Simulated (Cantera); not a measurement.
## Reactions in the system H-N-O-V

Standard-state values (1 bar) from the NASA 1993 polynomials, evaluated with Cantera. Values are per mole of reaction as written; species without (g) are pure solids or liquids, kept so even where they would boil at 1 bar. VN: taken at fixed stoichiometry.

7 H₂O₂(g) + 4 VN → 7 H₂(g) + 2 V₂O₅ + 4 NO(g)

```tsv
T (K)	ΔH° (kJ)	ΔS° (J/K)	ΔG° (kJ)	log10 K
1523	-688.8	515.0	-1473.2	50.52
1623	-686.5	516.5	-1524.7	49.07
1723	-684.9	517.4	-1576.4	47.79
1823	-684.0	517.9	-1628.2	46.65
1923	-683.8	518.1	-1680.0	45.63
```

12 H₂(g) + 2 VN + 3 N₂O(g) → V₂O₃ + 8 NH₃(g)

| T (K) | ΔH° (kJ) | ΔS° (J/K) | ΔG° (kJ) | log10 K |
|---|---|---|---|---|
| 1523 | -1477.8 | -804.5 | -252.5 | 8.66 |
| 1623 | -1477.7 | -804.5 | -172.0 | 5.54 |
| 1723 | -1477.0 | -804.1 | -91.6 | 2.78 |
| 1823 | -1475.7 | -803.3 | -11.2 | 0.32 |
| 1923 | -1473.8 | -802.3 | 69.1 | -1.88 |
